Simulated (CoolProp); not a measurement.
Vapour-liquid equilibrium of hydrogen sulfide (1) + n-butane (2) at 290.4 K; x and y are mole fractions of (1).

The numbers come from the multi-fluid Helmholtz-energy mixture model, Lemmon 2006 and Bücker 2006; pair parameters Kunz 2012 in CoolProp.

```csv
x,bubble pressure (bar),y at the bubble point,dew pressure at overall composition x (bar),liquid density (mol/L)
0.05,3.239,?,1.998,?
0.15,5.643,0.681,2.233,10.73
0.25,7.660,0.777,2.526,11.38
0.35,9.333,?,2.905,12.18
0.45,10.73,0.862,3.412,13.16
0.55,?,0.887,4.125,14.35
0.65,13.02,0.908,5.198,?
0.75,14.02,0.929,6.972,17.53
0.85,15.01,0.951,10.21,19.59
0.95,16.04,0.980,14.95,?
```

Q: Complete the blanks.

A: 
- 0.05, y at the bubble point: 0.419
- 0.05, liquid density (mol/L): 10.22
- 0.35, y at the bubble point: 0.828
- 0.55, bubble pressure (bar): 11.94
- 0.65, liquid density (mol/L): 15.79
- 0.95, liquid density (mol/L): 21.98

No azeotrope shows between x = 0.05 and 0.95.

Pair parameters are fitted to limited data, so mixtures are less certain than the pure fluids.
